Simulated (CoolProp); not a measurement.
Vapour-liquid equilibrium of propane (1) + isopentane (2) at 337 kPa; x and y are mole fractions of (1).

Model: multi-fluid Helmholtz-energy mixture model, Lemmon 2009 and Lemmon 2006; pair parameters Kunz 2012, in CoolProp.

| x | bubble temperature (°C) | y at the bubble point | dew temperature at overall composition x (°C) | liquid density (mol/L) |
|---|---|---|---|---|
| 0.05 | 56.6 | 0.277 | 66.0 | 8.130 |
| 0.15 | 39.2 | 0.597 | 62.0 | 8.590 |
| 0.25 | 27.1 | 0.753 | 57.8 | 9.020 |
| 0.35 | 18.3 | 0.838 | 53.2 | 9.446 |
| 0.45 | 11.5 | 0.890 | 48.0 | 9.881 |
| 0.55 | 6.0 | 0.925 | 42.3 | 10.33 |
| 0.65 | 1.4 | 0.950 | 35.5 | 10.79 |
| 0.75 | -2.5 | 0.968 | 27.4 | 11.25 |
| 0.85 | -6.0 | 0.983 | 16.9 | 11.70 |
| 0.95 | -9.2 | 0.995 | 1.4 | 12.12 |

No azeotrope shows between x = 0.05 and 0.95.

Pair parameters are fitted to limited data, so mixtures are less certain than the pure fluids.
